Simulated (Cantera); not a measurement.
A closed system holds: 1 mol Fe₃O₄, 79 mol H₂, held at 0.0100 bar.

Cantera equilibrium calculation (NASA polynomials, part measured and part estimated; ideal gas, pure solids and liquids). Candidate condensed phases: Fe, FeO, Fe(OH)₂, Fe(OH)₃, Fe₂O₃, Fe₃O₄, H₂O; 12 gas species. Rates play no part.

Question: Which condensed phases are stable at each of these points (T (°C)): 625, 700, 775, 850, 925, 1000, 1075, 1150, 1225, 1300, 1375, 1450?

Answer: 
```
T (°C)  condensed phases  Fe condensed (%)
------  ----------------  ----------------
625                Fe(α)             100.0
700                Fe(α)             100.0
775                Fe(α)             100.0
850                Fe(α)             100.0
925                Fe(γ)             100.0
1000               Fe(γ)             100.0
1075               Fe(γ)             100.0
1150               Fe(γ)             100.0
1225               Fe(γ)             100.0
1300               Fe(γ)              99.8
1375               Fe(γ)              99.3
1450               Fe(δ)              97.6
```

From 625 °C to 850 °C the condensed part is Fe(α). From 925 °C to 1375 °C the condensed part is Fe(γ). At 1450 °C the condensed part is Fe(δ).
